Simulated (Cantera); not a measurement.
Charge: 1 mol SiHCl3, 12 mol N2, at 1600 K and 10.0 Torr.

Cantera equilibrium calculation (NASA polynomials, part measured and part estimated; ideal gas, pure solids and liquids). Candidate condensed phases: NH4Cl, Si, Si3N4; 28 gas species. The tables' values for SiCl3 are old estimates; treat these amounts as uncertain. Equilibrium is a limit: real reactors are often held back by kinetics, nucleation or transport.

Task: What is the equilibrium state?

Result: 
| Quantity | Result |
|---|---|
| x(N2) | 0.862 |
| x(SiCl2) | 0.0621 |
| x(HCl) | 0.0596 |
| x(SiCl3) | 0.00748 |
| x(H2) | 0.00608 |
| x(SiCl4) | 0.00222 |
| x(Cl) | 0.000285 |
| x(H) | 3.67e-5 |
| x(SiHCl3) | 3.27e-5 |
| gas amount | 13.92 mol |
| log10 activity of Si(s) (absent) | -1.51 |
